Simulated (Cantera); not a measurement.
A closed system holds: 1 mol AlN, 22 mol HCl, 0.67 mol N₂, held at 1998 K and 1.80e-5 bar.

These are equilibrium values from Cantera (NASA tables, ideal gas, pure condensed phases), not measurements of a reactor. Candidate condensed phases: Al, AlCl₃, AlN, NH₄Cl; 20 gas species. The tables' values for AlCl₂ are old estimates; treat these amounts as uncertain. Rates play no part.

Base state: HCl 0.375, Cl 0.316, H 0.126, H₂ 0.112, N₂ 0.0385, AlCl 0.0320, AlCl₂ 0.000650, Al 0.000200 (mole fractions); condensed: gas only.

### Question
What changes in the equilibrium state with this change: temperature from 1998 K to 1175 K?

### Answer
| species | before | after |
|---|---|---|
| HCl | 0.375 | 0.838 |
| H₂ | 0.112 | 0.0662 |
| N₂ | 0.0385 | 0.0516 |
| Cl | 0.316 | 8.23e-5 |
| H | 0.126 | 7.43e-6 |
| AlCl | 0.0320 | 4.74e-6 |
| AlCl₃ | 2.57e-5 | 0.0440 |
| Al | 0.000200 | <1e-9 |
| AlCl₂ | 0.000650 | 7.45e-5 |
